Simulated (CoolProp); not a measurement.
Model: reference Helmholtz-energy equation of state, Lemmon 2000, in CoolProp. It is a pseudo-pure fit of the blend.

Problem. For dry air, give the phase and the density (kg/m³), isothermal compressibility (1/MPa), expansivity (1/kK), viscosity (µPa s) at -123.75 °C and 49.2 bar.

Solution. 
- -123.75 °C and 49.2 bar: supercritical; density 186, isothermal compressibility 0.363, expansivity 28.9, viscosity 14.2

Viscosity comes from a separate model (Lemmon 2004).
